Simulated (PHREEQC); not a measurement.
Consider water at 25 °C with 0.00014 mol HCl, 0.1 mol Li2SO4 and 0.17 mol NiSO4 per kg of water. Closed to the air; pH follows from the charge balance.

All values are PHREEQC results (ion-association model, wateq4f.dat), not measurements.

This is a speciation only: nothing precipitates in the calculation.

Q: Estimate the pH.

A: pH 4.60.

Q: In which forms is Li present?

A: Li+ 88 %, LiSO4- 12 % of the Li.
